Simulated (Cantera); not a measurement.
An isothermal, constant-pressure homogeneous reactor starts with C2H6 : N2 = 1 : 1.6 (molar parts), at 1450 K and 0.0263 atm.

Cantera simulation using GRI-Mech 3.0 (53 species, 325 reactions); the numbers are that mechanism's predictions, not measurements. GRI-Mech 3.0 stops at C3 and has no aromatics, soot or wall deposition, so with more carbon than oxygen in the feed, carbon stays in small species such as C2H2 where larger ones or solid carbon would form. Radical loss at walls, strong at low pressure, is not modelled.

### Question
Predict: x(C2H6) at 80.0 s; x(H2) at 80.0 s; x(HCN) at 80.0 s; x(H) at 80.0 s; x(CH3) at 80.0 s; x(C2H4) at 80.0 s.

### Answer
| Property | Value |
|---|---|
| x(C2H6) at 80.0 s | 1.41e-6 (gas-phase equilibrium 1.30e-7) |
| x(H2) at 80.0 s | 0.409 (gas-phase equilibrium 0.429) |
| x(HCN) at 80.0 s | 3.80e-8 (gas-phase equilibrium 0.104) |
| x(H) at 80.0 s | 3.16e-5 (gas-phase equilibrium 3.82e-5) |
| x(CH3) at 80.0 s | 3.63e-5 (gas-phase equilibrium 8.04e-6) |
| x(C2H4) at 80.0 s | 0.00111 (gas-phase equilibrium 0.000884) |
